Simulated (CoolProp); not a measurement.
Vapour-liquid equilibrium of propane (1) + R113 (2) at 311.4 K; x and y are mole fractions of (1).

Values from CoolProp's multi-fluid Helmholtz-energy mixture model, Lemmon 2009 and Marx 1992; pair parameters Bell 2016.

```json
[
 {"x": "0.05", "bubble pressure (MPa)": "0.1401", "y at the bubble point": "0.487", "dew pressure at overall composition x (MPa)": "0.07736", "liquid density (mol/L)": "8.287"},
 {"x": "0.125", "bubble pressure (MPa)": "0.2391", "y at the bubble point": "0.712", "dew pressure at overall composition x (MPa)": "0.08383", "liquid density (mol/L)": "8.464"},
 {"x": "0.2", "bubble pressure (MPa)": "0.3360", "y at the bubble point": "0.804", "dew pressure at overall composition x (MPa)": "0.09147", "liquid density (mol/L)": "8.646"},
 {"x": "0.275", "bubble pressure (MPa)": "0.4303", "y at the bubble point": "0.855", "dew pressure at overall composition x (MPa)": "0.1006", "liquid density (mol/L)": "8.831"},
 {"x": "0.35", "bubble pressure (MPa)": "0.5216", "y at the bubble point": "0.887", "dew pressure at overall composition x (MPa)": "0.1118", "liquid density (mol/L)": "9.020"},
 {"x": "0.425", "bubble pressure (MPa)": "0.6101", "y at the bubble point": "0.910", "dew pressure at overall composition x (MPa)": "0.1257", "liquid density (mol/L)": "9.213"},
 {"x": "0.5", "bubble pressure (MPa)": "0.6965", "y at the bubble point": "0.927", "dew pressure at overall composition x (MPa)": "0.1436", "liquid density (mol/L)": "9.408"},
 {"x": "0.575", "bubble pressure (MPa)": "0.7816", "y at the bubble point": "0.941", "dew pressure at overall composition x (MPa)": "0.1673", "liquid density (mol/L)": "9.606"},
 {"x": "0.65", "bubble pressure (MPa)": "0.8666", "y at the bubble point": "0.953", "dew pressure at overall composition x (MPa)": "0.2004", "liquid density (mol/L)": "9.805"},
 {"x": "0.725", "bubble pressure (MPa)": "0.9530", "y at the bubble point": "0.964", "dew pressure at overall composition x (MPa)": "0.2495", "liquid density (mol/L)": "10.00"},
 {"x": "0.8", "bubble pressure (MPa)": "1.043", "y at the bubble point": "0.974", "dew pressure at overall composition x (MPa)": "0.3298", "liquid density (mol/L)": "10.20"},
 {"x": "0.875", "bubble pressure (MPa)": "1.137", "y at the bubble point": "0.983", "dew pressure at overall composition x (MPa)": "0.4824", "liquid density (mol/L)": "10.39"},
 {"x": "0.95", "bubble pressure (MPa)": "1.240", "y at the bubble point": "0.993", "dew pressure at overall composition x (MPa)": "0.8430", "liquid density (mol/L)": "10.56"}
]
```

No azeotrope shows between x = 0.05 and 0.95.

Pair parameters are fitted to limited data, so mixtures are less certain than the pure fluids. The gap from Raoult's law changes sign with composition, which may be real or a fault of the pair parameters; it wasn't checked against measurements.
